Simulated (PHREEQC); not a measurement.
## Phosphoric acid bath: an equilibrium model

A solution holds 0.0014 mol/kgw H3PO4, 7.02e-05 mol/kgw HNO3 and 2e-06 mol/kgw H4SiO4, at 25 °C. Closed to the air; pH follows from the charge balance.

Model: ion-association model, phreeqc.dat, run in PHREEQC.

```
Item                            Value
--------------------  ---------------
pH                               2.91
ionic strength        0.00127 mol/kgw
specific conductance        471 µS/cm
total alkalinity         -1.47 meq/kg
```

```
species  molality  activity   log γ
-------  --------  --------  ------
H+        0.00126   0.00122  -0.016
H2PO4-    0.00119   0.00115  -0.017
H3PO4    0.000206  0.000206   0.000
NO3-      7.02e-5   6.74e-5  -0.018
H4SiO4    2.00e-6   2.00e-6   0.000
HPO4-2    6.86e-8   5.85e-8  -0.069
```

This is a speciation only: nothing precipitates in the calculation. Complexes and solids missing from the database can't appear.
